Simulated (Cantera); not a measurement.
A freely propagating, adiabatic, planar premixed flame of 13.2 % CH3OH, 14.1 % O2, 53.0 % N2, 19.7 % H2O, unburnt at 575 K and 0.178 atm; multicomponent transport, grid criteria slope 0.08 and curve 0.16, no radiation.

Model: GRI-Mech 3.0 (53 species, 325 reactions), integrated in Cantera. GRI-Mech 3.0 was tuned for natural gas; its chemistry of methanol as a main component is partial and can be far from experiment. Burning velocities carry a grid error of a few per cent, more on coarse grids.

x: mole fraction of selected species; z is measured from the peak of heat release.

```json
[
 {"z (mm)": "-4.29", "T (K)": "576", "u (m/s)": "1.26", "x CH3OH": "0.131", "x O2": "0.140", "x H2O": "0.196", "x N2O": "<1e-8", "x C2H2": "<1e-8", "x NO": "<1e-8"},
 {"z (mm)": "-2.86", "T (K)": "579", "u (m/s)": "1.28", "x CH3OH": "0.130", "x O2": "0.139", "x H2O": "0.195", "x N2O": "<1e-8", "x C2H2": "<1e-8", "x NO": "<1e-8"},
 {"z (mm)": "-2.15", "T (K)": "591", "u (m/s)": "1.32", "x CH3OH": "0.129", "x O2": "0.137", "x H2O": "0.195", "x N2O": "<1e-8", "x C2H2": "1.01e-8", "x NO": "<1e-8"},
 {"z (mm)": "-1.43", "T (K)": "656", "u (m/s)": "1.49", "x CH3OH": "0.123", "x O2": "0.131", "x H2O": "0.200", "x N2O": "<1e-8", "x C2H2": "7.98e-8", "x NO": "<1e-8"},
 {"z (mm)": "-0.715", "T (K)": "942", "u (m/s)": "2.22", "x CH3OH": "0.0944", "x O2": "0.105", "x H2O": "0.230", "x N2O": "<1e-8", "x C2H2": "6.39e-7", "x NO": "4.46e-8"},
 {"z (mm)": "-0.358", "T (K)": "1233", "u (m/s)": "3.00", "x CH3OH": "0.0538", "x O2": "0.0771", "x H2O": "0.265", "x N2O": "<1e-8", "x C2H2": "1.55e-6", "x NO": "1.47e-7"},
 {"z (mm)": "0", "T (K)": "1530", "u (m/s)": "3.86", "x CH3OH": "0.00979", "x O2": "0.0468", "x H2O": "0.306", "x N2O": "<1e-8", "x C2H2": "3.24e-6", "x NO": "3.44e-7"},
 {"z (mm)": "0.358", "T (K)": "1639", "u (m/s)": "4.17", "x CH3OH": "0.000241", "x O2": "0.0279", "x H2O": "0.329", "x N2O": "<1e-8", "x C2H2": "3.20e-6", "x NO": "5.61e-7"},
 {"z (mm)": "0.715", "T (K)": "1668", "u (m/s)": "4.23", "x CH3OH": "1.36e-6", "x O2": "0.0161", "x H2O": "0.338", "x N2O": "<1e-8", "x C2H2": "1.13e-6", "x NO": "7.43e-7"},
 {"z (mm)": "1.43", "T (K)": "1699", "u (m/s)": "4.29", "x CH3OH": "<1e-8", "x O2": "0.00696", "x H2O": "0.341", "x N2O": "<1e-8", "x C2H2": "5.79e-8", "x NO": "1.01e-6"},
 {"z (mm)": "2.86", "T (K)": "1730", "u (m/s)": "4.33", "x CH3OH": "<1e-8", "x O2": "0.00389", "x H2O": "0.337", "x N2O": "<1e-8", "x C2H2": "<1e-8", "x NO": "1.36e-6"},
 {"z (mm)": "5.72", "T (K)": "1764", "u (m/s)": "4.40", "x CH3OH": "<1e-8", "x O2": "…", "x H2O": "0.338", "x N2O": "<1e-8", "x C2H2": "<1e-8", "x NO": "…"},
 {"z (mm)": "11.4", "T (K)": "1803", "u (m/s)": "4.49", "x CH3OH": "<1e-8", "x O2": "…", "x H2O": "0.341", "x N2O": "<1e-8", "x C2H2": "<1e-8", "x NO": "…"}
]
```

Problem. Some entries are withheld; supply them.

Solution. 
- 5.72, x O2: 0.00288
- 5.72, x NO: 1.80e-6
- 11.4, x O2: 0.00203
- 11.4, x NO: 2.35e-6
